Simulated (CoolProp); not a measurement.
Ethanol along the isobar 318 bar: Z from the reference equation and from simpler models built on Tc = 514.7 K, pc = 62.68 bar, ω = 0.644; each cubic takes its own stable root.

Values from CoolProp's reference Helmholtz-energy equation of state, Schroeder 2014.

| T (K) | phase | reference | van der Waals | Redlich-Kwong | Soave-Redlich-Kwong | Peng-Robinson |
|---|---|---|---|---|---|---|
| 258.1 | liquid | 0.8131 | 1.466 | 1.012 | 0.9707 | 0.8671 |
| 288.9 | liquid | 0.7467 | 1.339 | 0.9311 | 0.8880 | 0.7925 |
| 319.6 | liquid | 0.6945 | 1.238 | 0.8689 | 0.8252 | 0.7357 |
| 350.4 | liquid | 0.6530 | 1.156 | 0.8207 | 0.7774 | 0.6926 |
| 381.2 | liquid | 0.6209 | 1.090 | 0.7838 | 0.7422 | 0.6610 |
| 412 | liquid | 0.5973 | 1.035 | 0.7560 | 0.7182 | 0.6396 |
| 442.8 | liquid | 0.5821 | 0.9905 | 0.7361 | 0.7047 | 0.6281 |
| 473.6 | liquid | 0.5747 | 0.9539 | 0.7231 | 0.7017 | 0.6268 |
| 504.3 | liquid | 0.5749 | 0.9243 | 0.7164 | 0.7100 | 0.6365 |
| 535.1 | supercritical | 0.5834 | 0.9006 | 0.7155 | 0.7303 | 0.6585 |
| 565.9 | supercritical | 0.6031 | 0.8821 | 0.7202 | 0.7631 | 0.6932 |
